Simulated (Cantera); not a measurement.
A closed system holds: 1 mol Pb, 3.8 mol CO, 21 mol N₂, 8.6 mol H₂, held at 1050 K and 1.40 bar.

Cantera equilibrium calculation (NASA polynomials, part measured and part estimated; ideal gas, pure solids and liquids). Equilibrium is a limit: real reactors are often held back by kinetics, nucleation or transport.

| species | before | after |
|---|---|---|
| N₂ | 0.638 | 0.626 |
| H₂ | 0.245 | 0.256 |
| CO | 0.103 | 0.113 |
| Pb | 3.32e-5 | 0.00465 |
| NH₃ | 5.75e-5 | 4.35e-7 |
| CH₄ | 0.00481 | 3.76e-5 |
| H₂O | 0.00640 | 5.26e-5 |
| CO₂ | 0.00316 | 2.74e-5 |
| C(graphite), mol | 0.156 | 0.00127 |
| Pb(l), mol | 0.999 | 0.844 |
Gas species are given as mole fractions.

Q: What was changed between the two runs?
A. N₂ from 21 to 0.59 mol
B. Pb replaced by PbO
C. pressure from 1.40 bar to 10.0 mbar
D. N₂ from 21 to 0.53 mol

A: C, pressure from 1.40 bar to 10.0 mbar
